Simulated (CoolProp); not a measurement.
Vapour-liquid equilibrium of R134a (1) + R245fa (2) at 5.63 kPa; x and y are mole fractions of (1).

The numbers come from the multi-fluid Helmholtz-energy mixture model, Tillner-Roth 1994 and Akasaka 2015; pair parameters Akasaka 2014 in CoolProp.

| x | bubble temperature, mixture model (°C) | bubble temperature, Raoult's law (°C) | y, mixture model | y, Raoult's law |
|---|---|---|---|---|
| 0.05 | -45.8 | -45.7 | 0.338 | 0.334 |
| 0.2 | -56.0 | -55.8 | 0.740 | 0.738 |
| 0.35 | -62.1 | -61.9 | 0.871 | 0.871 |
| 0.5 | -66.2 | -66.2 | 0.931 | 0.931 |
| 0.65 | -69.4 | -69.4 | 0.963 | 0.964 |
| 0.8 | -71.9 | -71.9 | 0.983 | 0.984 |
| 0.95 | -74.0 | -74.0 | 0.997 | 0.997 |

The largest gap from Raoult's law is -0.2 K in bubble temperature, at x = 0.2. No azeotrope shows between x = 0.05 and 0.95.

The pair parameters rest on a limited set of measurements; away from them the model extrapolates.
